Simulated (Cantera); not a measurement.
Input (Python, Cantera) and output of one run.

```python
import numpy as np
import cantera as ct

gas_names = """
    C CH CH2 CH3 CH2OH CH3O CH4 CH3OH CO CO2 COOH C2 C2H CHCO,ketyl C2H2,acetylene C2H2,vinylidene
    CH2CO,ketene C2H3,vinyl CH3CO,acetyl C2H4 C2H4O,ethylen CH3CHO,ethanal CH3COOH (HCOOH)2 C2H5 C2H6
    CH3OCH3 C2H5OH C2O C3 C3H3,propargyl C3H4,allene C3H4,propyne C3H4,cyclo- C3H5,allyl C3H6,propylene
    C3H6,cyclo- C3H6O C3H7,n-propyl C3H7,i-propyl C3H8 C3H8O,1propanol C3H8O,2propanol C3O2 C4 C4H2
    C4H4,1,3-cyclo- C4H6,butadiene C4H6,2-butyne C4H6,cyclo- C4H8,1-butene C4H8,cis2-buten
    C4H8,tr2-butene C4H8,isobutene C4H8,cyclo- (CH3COOH)2 C4H9,n-butyl C4H9,i-butyl C4H9,s-butyl
    C4H9,t-butyl C4H10,isobutane C4H10,n-butane C5 C5H6,1,3cyclo- C5H8,cyclo- C5H10,1-pentene
    C5H10,cyclo- C5H11,pentyl C5H11,t-pentyl C5H12,n-pentane C5H12,i-pentane CH3C(CH3)2CH3 C6H2
    C6H5,phenyl C6H5O,phenoxy C6H6 C6H5OH,phenol C6H10,cyclo- C6H12,1-hexene C6H12,cyclo- C6H13,n-hexyl
    C7H7,benzyl C7H8 C7H8O,cresol C7H14,1-heptene C7H15,n-heptyl C7H16,n-heptane C8H8,styrene
    C8H10,ethylbenz C8H16,1-octene C8H17,n-octyl C8H18,isooctane C8H18,n-octane C9H19,n-nonyl
    C10H8,naphthale C10H21,n-decyl C12H9,o-bipheny C12H10,bipheny H HCO HO2 H2 HCHO,formaldehy HCOOH H2O
    H2O2 O OH O2 O3 Pb PbO Pb2
""".split()
cond_names = """
    C(gr) C6H6(L) C7H8(L) C8H18(L),n-octa H2O(s) H2O(L) Pb(cr) Pb(L) PbO(rd) PbO(yw) PbO(L) PbO2(s)
    Pb3O4(s)
""".split()


def load(file, names, dense=False):
    # The tables refer to 1 bar. Condensed volumes are neglected.
    table = {s.name: s for s in ct.Species.list_from_file(file)}
    out = []
    for n in names:
        d = dict(table[n].input_data)
        d["thermo"] = dict(d["thermo"], **{"reference-pressure": 1e5})
        if dense:
            d["equation-of-state"] = {"model": "constant-volume", "density": "1e6 g/cm^3"}
        out.append(ct.Species.from_dict(d))
    return out


gas = ct.Solution(thermo="ideal-gas", species=load("nasa_gas.yaml", gas_names))
cond = {s.name: ct.Solution(thermo="fixed-stoichiometry", species=[s], name=s.name)
        for s in load("nasa_condensed.yaml", cond_names, dense=True)}
atoms = {
    'PbO': {'Pb': 1, 'O': 1},
    'CO': {'C': 1, 'O': 1},
    'H2': {'H': 2},
}
top_T = {'C(gr)': 4500, 'Pb3O4(s)': 820}  # K; cautious upper limits of use, not melting points


def equilibrate(T, P, feed):
    n = {}
    for name, mol in feed.items():
        for a, k in atoms[name].items():
            n[a] = n.get(a, 0.0) + k * mol
    gas.TPX = T, P, n
    mass = sum(n.values()) * gas.mean_molecular_weight
    gas.equilibrate("TP")
    valid = [c for c in cond.values() if c.min_temp <= T <= top_T.get(c.name, c.max_temp)]
    mix = ct.Mixture([(gas, mass / gas.mean_molecular_weight)] + [(c, 0.0) for c in valid])
    mix.T, mix.P = T, P
    mix.equilibrate("TP", solver="vcs", rtol=1e-11, max_steps=5000)
    return mix


results = []
feed = {'PbO': 1, 'CO': 3.3, 'H2': 91}  # mol
T = 773  # K
P = 101325  # Pa
mix = equilibrate(T, P, feed)
results.append((T, P, feed, dict(zip(mix.species_names, mix.species_moles))))
x = sorted(zip(gas.X, gas.species_names), reverse=True)
print(f"T = {T:g} K  P = {P:g} Pa  gas = {mix.phase_moles(0):.4g} mol")
print("   x: " + "  ".join(f"{s} {v:.3e}" for v, s in x if v > 1e-05))
print("   condensed (mol): " + ("  ".join(f"{mix.phase(i).name} {mix.phase_moles(i):.4g}"
      for i in range(1, mix.n_phases) if mix.phase_moles(i) > 1e-12) or "none"))
```

Result:

```
T = 773 K  P = 101325 Pa  gas = 87.71 mol
   x: H2 9.134e-01  H2O 4.899e-02  CH4 3.760e-02  CO 2.333e-05
   condensed (mol): Pb(L) 1
```

Method: chemical equilibrium by Gibbs-energy minimisation in Cantera with the NASA 1993 tables (ideal gas, pure condensed phases).
